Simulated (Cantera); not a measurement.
Input (Python, Cantera) and output of one run.

```python
import numpy as np
import cantera as ct

gas_names = """
    Fe H H2 H2S N NH NH2 NH3 N2 N2H2 N2H4 S SH SN S2 S8
""".split()
cond_names = """
    Fe(a) Fe(c) Fe(d) Fe(L) FeS(a) FeS(b) FeS(c) FeS(L) FeS2(s) S(cr1) S(cr2) S(L)
""".split()


def load(file, names, dense=False):
    # The tables refer to 1 bar. Condensed volumes are neglected.
    table = {s.name: s for s in ct.Species.list_from_file(file)}
    out = []
    for n in names:
        d = dict(table[n].input_data)
        d["thermo"] = dict(d["thermo"], **{"reference-pressure": 1e5})
        if dense:
            d["equation-of-state"] = {"model": "constant-volume", "density": "1e6 g/cm^3"}
        out.append(ct.Species.from_dict(d))
    return out


gas = ct.Solution(thermo="ideal-gas", species=load("nasa_gas.yaml", gas_names))
cond = {s.name: ct.Solution(thermo="fixed-stoichiometry", species=[s], name=s.name)
        for s in load("nasa_condensed.yaml", cond_names, dense=True)}
atoms = {
    'Fe': {'Fe': 1},
    'NH3': {'N': 1, 'H': 3},
    'N2': {'N': 2},
    'H2S': {'H': 2, 'S': 1},
}
top_T = {'FeS2(s)': 1010}  # K; cautious upper limits of use, not melting points


def equilibrate(T, P, feed):
    n = {}
    for name, mol in feed.items():
        for a, k in atoms[name].items():
            n[a] = n.get(a, 0.0) + k * mol
    gas.TPX = T, P, n
    mass = sum(n.values()) * gas.mean_molecular_weight
    gas.equilibrate("TP")
    valid = [c for c in cond.values() if c.min_temp <= T <= top_T.get(c.name, c.max_temp)]
    mix = ct.Mixture([(gas, mass / gas.mean_molecular_weight)] + [(c, 0.0) for c in valid])
    mix.T, mix.P = T, P
    mix.equilibrate("TP", solver="vcs", rtol=1e-11, max_steps=5000)
    return mix


results = []
feed = {'Fe': 1, 'NH3': 2, 'N2': 39, 'H2S': 3.5}  # mol
T = 1625  # K
P = 29  # Pa
mix = equilibrate(T, P, feed)
results.append((T, P, feed, dict(zip(mix.species_names, mix.species_moles))))
x = sorted(zip(gas.X, gas.species_names), reverse=True)
print(f"T = {T:g} K  P = {P:g} Pa  gas = {mix.phase_moles(0):.4g} mol")
print("   x: " + "  ".join(f"{s} {v:.3e}" for v, s in x if v > 0.001))
print("   condensed (mol): " + ("  ".join(f"{mix.phase(i).name} {mix.phase_moles(i):.4g}"
      for i in range(1, mix.n_phases) if mix.phase_moles(i) > 1e-12) or "none"))
```

It prints:

```
T = 1625 K  P = 29 Pa  gas = 48.6 mol
   x: N2 8.231e-01  H2 1.313e-01  S2 3.389e-02  Fe 5.977e-03  SH 1.708e-03  S 1.679e-03  H 1.501e-03
   condensed (mol): Fe(c) 0.7095
```

Cantera equilibrium calculation (NASA polynomials, part measured and part estimated; ideal gas, pure solids and liquids).
